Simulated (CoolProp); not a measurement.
Vapour pressure (bar) of chlorine: the reference equation beside estimates from Tc = 143.7 °C, pc = 76.42 bar, ω = 0.070.

Model: reference Helmholtz-energy equation of state, Thol 2021, in CoolProp.

| T (°C) | reference | Lee-Kesler | van der Waals | Redlich-Kwong | Peng-Robinson |
|---|---|---|---|---|---|
| 18.35 | 6.449 | 6.449 | 15.24 | 6.624 | 6.460 |
| 20.75 | 6.901 | 6.895 | 15.89 | 7.096 | 6.904 |
| 23.25 | 7.396 | 7.384 | 16.58 | 7.614 | 7.389 |
| 25.65 | 7.895 | ? | 17.27 | 8.136 | ? |
| 28.15 | 8.441 | 8.414 | 18.00 | 8.706 | 8.415 |
| 30.55 | 8.991 | 8.956 | 18.73 | 9.280 | 8.953 |
| 33.05 | 9.592 | 9.546 | 19.50 | 9.905 | 9.542 |
| 35.45 | 10.19 | ? | 20.26 | 10.53 | 10.13 |
| 37.95 | 10.85 | 10.78 | 21.07 | 11.22 | 10.78 |
| 40.35 | 11.51 | 11.43 | 21.87 | ? | 11.42 |
| 42.85 | 12.23 | 12.14 | 22.73 | 12.65 | ? |
| 45.35 | 12.98 | 12.87 | 23.60 | ? | 12.86 |
| 47.75 | 13.73 | 13.60 | 24.46 | 14.20 | 13.59 |

**Question.** Some entries are withheld; supply them.

**Answer.** 
- 25.65, Lee-Kesler: 7.876
- 25.65, Peng-Robinson: 7.879
- 35.45, Lee-Kesler: 10.14
- 40.35, Redlich-Kwong: 11.90
- 42.85, Peng-Robinson: 12.13
- 45.35, Redlich-Kwong: 13.42

Absolute difference from the reference over all 13 rows, mean and median: Lee-Kesler 0.5 and 0.5 %, van der Waals 104.9 and 103.3 %, Redlich-Kwong 3.2 and 3.3 %, Peng-Robinson 0.5 and 0.5 %.
